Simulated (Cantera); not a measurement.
A jet of 2.51 % CH4, 18.1 % O2, 79.4 % N2 at 300 K and 5200 Pa hits a platinum plate 5.8 cm away at a mass flux of 0.068 kg/m²/s; the plate temperature is set and raised in steps from an oxygen-covered start.

Cantera simulation using Deutschmann's 1995 Pt surface mechanism with GRI-Mech 3.0 gas chemistry; the numbers are that mechanism's predictions, not measurements. Catalytic surfaces can have several steady states; this one follows from the mechanism file's or the stated starting coverage.

x: mole fraction at the wall; θ: surface coverage.

| plate T (K) | wall x CH4 | wall x O2 | wall x H2O | wall x OH | wall x CO | wall x CO2 | θ free Pt | θ O* |
|---|---|---|---|---|---|---|---|---|
| 900 | 0.0190 | 0.168 | 0.0114 | (withheld) | 7.31e-6 | 0.00748 | 0.206 | 0.793 |
| 950 | 0.0157 | 0.161 | 0.0175 | (withheld) | 8.36e-6 | 0.0115 | 0.274 | 0.726 |
| 1000 | 0.0127 | 0.154 | 0.0231 | (withheld) | 9.14e-6 | 0.0152 | 0.343 | 0.656 |
| 1050 | 0.0103 | 0.149 | 0.0276 | (withheld) | 9.82e-6 | 0.0182 | 0.413 | 0.586 |
| 1100 | 0.00836 | 0.145 | 0.0310 | (withheld) | 1.06e-5 | 0.0205 | 0.481 | 0.518 |
| 1150 | 0.00695 | 0.142 | 0.0335 | (withheld) | 1.15e-5 | 0.0221 | 0.546 | 0.454 |

Problem. Complete the blanks.

Solution. 
- 900, wall x OH: 2.84e-8
- 950, wall x OH: 9.48e-8
- 1000, wall x OH: 2.69e-7
- 1050, wall x OH: 6.69e-7
- 1100, wall x OH: 1.49e-6
- 1150, wall x OH: 3.05e-6
